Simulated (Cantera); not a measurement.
An isothermal, constant-pressure homogeneous reactor starts with C2H6 : N2 = 1 : 26 (molar parts), at 1850 K and 0.0987 atm. Integrator tolerance rtol = 1e-08.

Cantera simulation using GRI-Mech 3.0 (53 species, 325 reactions); the numbers are that mechanism's predictions, not measurements. GRI-Mech 3.0 stops at C3 and has no aromatics, soot or wall deposition, so with more carbon than oxygen in the feed, carbon stays in small species such as C2H2 where larger ones or solid carbon would form.

Task: What does this change do: pressure from 0.0987 atm to 0.00819 atm?

Result: 
```tsv
quantity	before	after
x(C2H6) at 20.0 s	1.69e-11 (gas-phase equilibrium 6.29e-12)	<1e-12 (gas-phase equilibrium <1e-12)
x(C2H4) at 20.0 s	3.92e-6 (gas-phase equilibrium 9.13e-7)	3.22e-7 (gas-phase equilibrium 7.51e-8)
x(C2H) at 20.0 s	2.42e-6 (gas-phase equilibrium 5.63e-7)	8.41e-6 (gas-phase equilibrium 1.96e-6)
x(H) at 20.0 s	0.000450 (gas-phase equilibrium 0.000450)	0.00155 (gas-phase equilibrium 0.00155)
x(C2H2) at 20.0 s	0.0344 (gas-phase equilibrium 0.00801)	0.0344 (gas-phase equilibrium 0.00800)
```
Radical loss at walls, strong at low pressure, is not modelled.
